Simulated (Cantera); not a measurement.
A closed system holds: 1 mol AlN, 0.22 mol O₂, 0.47 mol H₂, equilibrated at 390 Pa.

Method: chemical equilibrium by Gibbs-energy minimisation in Cantera with the NASA 1993 tables (ideal gas, pure condensed phases). Candidate condensed phases: Al, AlN, Al₂O₃, H₂O; 35 gas species. Mutual solubility and eutectic melting of coexisting phases are not modelled. Rates play no part. All values below are at 1773 K.

Base state: H₂ 0.757, N₂ 0.238, H 0.00396, Al 0.00133, Al₂O 0.000434, AlH 3.54e-5 (mole fractions); condensed: AlN(s) + Al₂O₃(s).

Question: What changes in the equilibrium state with this change: pressure from 390 Pa to 250 Pa?

Answer: 
```tsv
species	before	after
H₂	0.757	0.754
N₂	0.238	0.238
H	0.00396	0.00494
Al	0.00133	0.00259
Al₂O	0.000434	0.000910
AlH	3.54e-5	5.51e-5
AlN(s), mol	0.705	0.704
Al₂O₃(s), mol	0.147	0.146
```
